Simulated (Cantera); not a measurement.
What does this Cantera script print?

```python
import numpy as np
import cantera as ct

gas_names = """
    H HNO HNO2 HNO3 HO2 H2 H2O H2O2 N NH NH2 NH3 NH2OH NO NO2 NO3 N2 N2H2 N2H4 N2O O OH O2 O3 Si SiH
    SiH2 SiH3 SiH4 SiN SiO SiO2 Si2 Si2N Si3
""".split()
cond_names = """
    H2O(s) H2O(L) Si(cr) Si(L) SiO2(Lqz) SiO2(hqz) SiO2(L) Si2N2O(s) Si3N4(a)
""".split()


# ... load() reads the species with a 1 bar reference pressure and builds the phases ...
atoms = {
    'Si3N4': {'Si': 3, 'N': 4},
    'N2O': {'N': 2, 'O': 1},
    'H2': {'H': 2},
}
top_T = {'Si2N2O(s)': 2100, 'Si3N4(a)': 2400}  # K; cautious upper limits of use, not melting points


# ... equilibrate(T, P, feed) seeds the gas with the atoms and calls Mixture.equilibrate('TP', solver="vcs", rtol=1e-11, max_steps=5000) ...
results = []
feed = {'Si3N4': 1, 'N2O': 2.1, 'H2': 61}  # mol
P = 3.4  # Pa
for T in [1598, 1648, 1698, 1748, 1798, 1848, 1898, 1948, 1998, 2048, 2098, 2148]:
    mix = equilibrate(T, P, feed)
    results.append((T, P, feed, dict(zip(mix.species_names, mix.species_moles))))
    x = sorted(zip(gas.X, gas.species_names), reverse=True)
    print(f"T = {T:g} K  P = {P:g} Pa  gas = {mix.phase_moles(0):.4g} mol")
    print("   x: " + "  ".join(f"{s} {v:.3e}" for v, s in x if v > 0.001))
    print("   condensed (mol): " + ("  ".join(f"{mix.phase(i).name} {mix.phase_moles(i):.4g}"
          for i in range(1, mix.n_phases) if mix.phase_moles(i) > 1e-12) or "none"))
```

Result:

```
T = 1598 K  P = 3.4 Pa  gas = 67.68 mol
   x: H2 8.969e-01  N2 6.057e-02  SiO 3.103e-02  H 8.645e-03  Si 2.751e-03
   condensed (mol): Si(cr) 0.7091
T = 1648 K  P = 3.4 Pa  gas = 68.21 mol
   x: H2 8.870e-01  N2 6.010e-02  SiO 3.079e-02  H 1.438e-02  Si 7.576e-03
   condensed (mol): Si(cr) 0.3704
T = 1698 K  P = 3.4 Pa  gas = 68.89 mol
   x: H2 8.738e-01  N2 5.950e-02  SiO 3.048e-02  H 2.318e-02  Si 1.282e-02
   condensed (mol): none
T = 1748 K  P = 3.4 Pa  gas = 69.36 mol
   x: H2 8.613e-01  N2 5.911e-02  H 3.637e-02  SiO 3.028e-02  Si 1.282e-02
   condensed (mol): none
T = 1798 K  P = 3.4 Pa  gas = 70.04 mol
   x: H2 8.432e-01  N2 5.854e-02  H 5.545e-02  SiO 2.998e-02  Si 1.273e-02
   condensed (mol): none
T = 1848 K  P = 3.4 Pa  gas = 71.02 mol
   x: H2 8.178e-01  H 8.223e-02  N2 5.773e-02  SiO 2.957e-02  Si 1.258e-02
   condensed (mol): none
T = 1898 K  P = 3.4 Pa  gas = 72.39 mol
   x: H2 7.833e-01  H 1.186e-01  N2 5.663e-02  SiO 2.901e-02  Si 1.236e-02
   condensed (mol): none
T = 1948 K  P = 3.4 Pa  gas = 74.28 mol
   x: H2 7.379e-01  H 1.665e-01  N2 5.519e-02  SiO 2.827e-02  Si 1.206e-02
   condensed (mol): none
T = 1998 K  P = 3.4 Pa  gas = 76.82 mol
   x: H2 6.806e-01  H 2.270e-01  N2 5.337e-02  SiO 2.734e-02  Si 1.167e-02
   condensed (mol): none
T = 2048 K  P = 3.4 Pa  gas = 80.13 mol
   x: H2 6.112e-01  H 3.002e-01  N2 5.117e-02  SiO 2.621e-02  Si 1.120e-02
   condensed (mol): none
T = 2098 K  P = 3.4 Pa  gas = 84.31 mol
   x: H2 5.312e-01  H 3.846e-01  N2 4.863e-02  SiO 2.491e-02  Si 1.065e-02
   condensed (mol): none
T = 2148 K  P = 3.4 Pa  gas = 89.39 mol
   x: H 4.764e-01  H2 4.442e-01  N2 4.586e-02  SiO 2.349e-02  Si 1.005e-02
   condensed (mol): none
```

These are equilibrium values from Cantera (NASA tables, ideal gas, pure condensed phases), not measurements of a reactor. The tables' values for SiN are old estimates; treat these amounts as uncertain.
